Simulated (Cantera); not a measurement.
Feed: 1 mol Ti, 0.023 mol H2O, 33 mol CO, equilibrated at 48.8 Torr.

Method: chemical equilibrium by Gibbs-energy minimisation in Cantera with the NASA 1993 tables (ideal gas, pure condensed phases). Candidate condensed phases: C, C6H6, C7H8, C8H18, H2O, Ti, TiC, TiO, TiO2, Ti2O3, Ti3O5, Ti4O7; 113 gas species. Mutual solubility and eutectic melting of coexisting phases are not modelled. TiC: taken at fixed stoichiometry. Kinetics and transport are ignored. All values below are at 1698 K.

Base state: CO 0.999, H2 0.000701, CO2 8.98e-5, H 1.50e-5 (mole fractions); condensed: TiC(s) + Ti2O3(s).

**Question.** What changes in the equilibrium state with this change: 0.043 mol CH4 added?

**Answer.** 
```csv
species,before,after
CO,0.999,0.997
H2,0.000701,0.00333
CO2,8.98e-5,8.94e-5
H,1.50e-5,3.27e-5
"TiC(s), mol",0.592,0.609
"Ti2O3(s), mol",0.204,0.195
```
